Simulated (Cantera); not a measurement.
An adiabatic, constant-volume homogeneous reactor starts with CH₄ : C₂H₆ : C₃H₈ : O₂ : N₂ = 1 : 0.031 : 0.042 : 1.78 : 6.71 (molar parts), equivalence ratio 1.3, at 1525 K and 500000 Pa. Integrator tolerance rtol = 1e-08.

Model: GRI-Mech 3.0 (53 species, 325 reactions), integrated in Cantera. Above 3000 K some thermodynamic fits are extrapolated.

Question: What does this change do: initial temperature 1525 to 1800 K?

Answer: 
| quantity | before | after |
|---|---|---|
| time of steepest temperature rise | 75.8 µs | 10.0 µs |
| temperature at 2.00 s | 3094 K | 3186 K |
| equilibrium temperature | 3094 K | 3186 K |
| x(CH₄) at 2.00 s | 2.43e-12 (gas-phase equilibrium 2.91e-12) | 2.11e-12 (gas-phase equilibrium 2.57e-12) |
| x(C₂H₆) at 2.00 s | <1e-12 (gas-phase equilibrium <1e-12) | <1e-12 (gas-phase equilibrium <1e-12) |
| x(C₃H₈) at 2.00 s | <1e-12 (gas-phase equilibrium <1e-12) | <1e-12 (gas-phase equilibrium <1e-12) |
| x(CH₃) at 2.00 s | 1.11e-11 (gas-phase equilibrium 1.33e-11) | 1.25e-11 (gas-phase equilibrium 1.52e-11) |
| x(H₂O₂) at 2.00 s | 6.66e-7 (gas-phase equilibrium 6.66e-7) | 7.99e-7 (gas-phase equilibrium 7.99e-7) |
| x(N₂O) at 2.00 s | 1.15e-6 (gas-phase equilibrium 1.15e-6) | 1.45e-6 (gas-phase equilibrium 1.45e-6) |
